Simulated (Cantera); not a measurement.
Mixture: 10.2 % CH4, 2.35 % C2H6, 15.9 % O2, 71.5 % N2, equivalence ratio 1.8, at 0.454 atm, adiabatic and at constant volume. Ignition delay is the time to a rise of 400 K.

Model: GRI-Mech 3.0 (53 species, 325 reactions), integrated in Cantera.

**Question.** Predict: delay at 1075 K; delay at 1150 K; delay at 1225 K; delay at 1300 K; delay at 1375 K; delay at 1450 K; apparent activation energy between 1300 and 1450 K.

**Answer.** 
```
Property                                                Result
--------------------------------------------------  ----------
delay at 1075 K                                        41.8 ms
delay at 1150 K                                        10.6 ms
delay at 1225 K                                        3.73 ms
delay at 1300 K                                        1.69 ms
delay at 1375 K                                       0.859 ms
delay at 1450 K                                       0.462 ms
apparent activation energy between 1300 and 1450 K  140 kJ/mol
```
